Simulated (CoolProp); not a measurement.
Vapour-liquid equilibrium of methanol (1) + hexamethyldisiloxane (MM) (2) at 0.0267 MPa; x and y are mole fractions of (1).

Model: multi-fluid Helmholtz-energy mixture model, de Reuck 1993 and Thol 2016; pair parameters Bell 2016, in CoolProp.

```csv
x,bubble temperature (K),y at the bubble point,dew temperature at overall composition x (K),liquid density (mol/L)
0.05,?,0.305,?,4.721
0.15,315.1,0.588,329.8,5.312
0.25,309.9,?,327.0,5.984
0.35,307.3,0.751,323.9,?
0.45,306.3,?,320.5,7.764
0.55,305.9,0.782,316.7,9.012
0.65,305.8,0.786,312.3,10.65
0.75,305.7,0.795,307.4,12.88
0.85,305.7,0.827,305.8,16.06
0.95,306.4,0.918,?,20.85
```

**Question.** Fill in the missing entries.

**Answer.** 
- 0.05, bubble temperature (K): 325.4
- 0.05, dew temperature at overall composition x (K): 332.4
- 0.25, y at the bubble point: 0.701
- 0.35, liquid density (mol/L): 6.782
- 0.45, y at the bubble point: 0.773
- 0.95, dew temperature at overall composition x (K): 306.7

y crosses x between x = 0.75 and 0.85: the model has an azeotrope there.

The pair parameters rest on a limited set of measurements; away from them the model extrapolates.
